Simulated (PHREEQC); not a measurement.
Consider water at 25 °C with 0.27 mol MgSO4 and 0.24 mol K2SO4 per kg of water. Closed to the air; pH follows from the charge balance.

All values are PHREEQC results (Pitzer model, pitzer.dat), not measurements.

```
quantity                 before    after
----------------------  -------  -------
HSO4- (mol/kgw)         6.46e-7  4.26e-7
SI of Arcanite (K2SO4)    -0.86    -1.44
```

Which change was made?
A. MgSO4 left out
B. temperature from 25 to 10 °C
C. K2SO4 from 0.24 to 0.264 mol/kgw
D. MgSO4 from 0.27 to 0.405 mol/kgw
E. diluted 2-fold with water

E, diluted 2-fold with water

No solid was allowed to form.
